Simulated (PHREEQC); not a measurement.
A column of 0.1 m (40 cells, dispersivity 0.0035 m, 60 s a shift, diffusion coefficient 3e-10 m²/s) holds 0.0022 eq of the database's cation exchanger X per kg of pore water, first in equilibrium with 0.0095 mol SrCl2, 0.0037 mol BaCl2 and 1e-05 mol HCl per kg of water. It is flushed with 0.00033 mol NH4Cl, 0.0019 mol MgCl2 and 1e-05 mol HCl per kg of water, at 25 °C. Values are for the last cell. CO2 from the air is kept out. Nothing may precipitate in this run.

Base run: PHREEQC, ion-association model, phreeqc.dat. Each further column changes one thing. The table gives Mg in solution (mol/kgw).

| pore volumes | base | exchange capacity from 0.0022 to 0.0011 eq/kgw | dispersivity from 0.0035 to 0.007 m |
|---|---|---|---|
| 0 | 0 | 0 | 0 |
| 0.3875 | 1.17e-7 | ? | 6.90e-6 |
| 0.6375 | 6.36e-5 | 8.11e-5 | 0.000193 |
| 1.012 | 0.000614 | 0.000802 | ? |
| 1.387 | 0.000917 | 0.00123 | 0.00107 |
| 1.637 | 0.00109 | ? | 0.00118 |
| 2.013 | 0.00139 | 0.00167 | 0.00135 |
| 2.388 | 0.00162 | 0.00181 | 0.00152 |
| 2.638 | 0.00172 | 0.00186 | 0.00161 |
| 3.013 | 0.00181 | 0.00189 | 0.00172 |
| 3.388 | 0.00186 | 0.00190 | 0.00179 |
| 3.638 | 0.00188 | 0.00190 | ? |
| 4.013 | 0.00189 | 0.00190 | 0.00186 |

### Question
What belongs in the gaps?

### Answer

- 0.3875, exchange capacity from 0.0022 to 0.0011 eq/kgw: 1.65e-7
- 1.012, dispersivity from 0.0035 to 0.007 m: 0.000766
- 1.637, exchange capacity from 0.0022 to 0.0011 eq/kgw: 0.00141
- 3.638, dispersivity from 0.0035 to 0.007 m: 0.00183
